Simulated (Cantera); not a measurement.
What does this Cantera script print?

```python
import numpy as np
import cantera as ct

gas_names = """
    PH3 H2 P2 H P4
""".split()
cond_names = """

""".split()


# ... load() reads the species with a 1 bar reference pressure and builds the phases ...
species = {s.name: s for s in load("nasa_gas.yaml", gas_names) + load("nasa_condensed.yaml", cond_names)}
# Each term lists the table entries of one substance; the one whose range holds T is used.
reactions = {
    '2 PH3(g) = 3 H2(g) + P2(g)':
        [(-2, ['PH3']), (3, ['H2']), (1, ['P2'])],
    '4 PH3(g) = 12 H(g) + P4(g)':
        [(-4, ['PH3']), (12, ['H']), (1, ['P4'])],
}


def pick(names, T):
    return next(species[n] for n in names if species[n].thermo.min_temp <= T <= species[n].thermo.max_temp)


results = []
for label, terms in reactions.items():
    print(label)
    print("     T/K   dH/kJ  dS/(J/K)   dG/kJ   log10 K")
    for T in [1500, 1525, 1550, 1575, 1600, 1625]:
        used = [(nu, pick(names, T)) for nu, names in terms]
        dH = sum(nu * s.thermo.h(T) for nu, s in used) / 1e6
        dS = sum(nu * s.thermo.s(T) for nu, s in used) / 1e3
        dG = dH - T * dS / 1e3
        logK = -dG * 1e6 / (ct.gas_constant * T * np.log(10))
        results.append((label, T, dH, dS, dG, logK, [s.name for _, s in used]))
        print(f"{T:8g} {dH:8.1f} {dS:8.1f} {dG:8.1f} {logK:8.2f}")
```

It prints:

```
2 PH3(g) = 3 H2(g) + P2(g)
     T/K   dH/kJ  dS/(J/K)   dG/kJ   log10 K
    1500    143.2    216.5   -181.6     6.32
    1525    142.9    216.3   -187.0     6.41
    1550    142.6    216.1   -192.4     6.48
    1575    142.3    216.0   -197.8     6.56
    1600    142.0    215.8   -203.2     6.63
    1625    141.7    215.6   -208.6     6.71
4 PH3(g) = 12 H(g) + P4(g)
     T/K   dH/kJ  dS/(J/K)   dG/kJ   log10 K
    1500   2764.4    994.1   1273.3   -44.34
    1525   2765.4    994.7   1248.4   -42.76
    1550   2766.4    995.4   1223.5   -41.23
    1575   2767.4    996.0   1198.6   -39.75
    1600   2768.3    996.6   1173.7   -38.32
    1625   2769.2    997.2   1148.8   -36.93
```

Cantera with NASA thermochemical tables; ideal gases at 1 bar, condensed phases pure. Condensed species are held in their standard states even where they would react or evaporate.
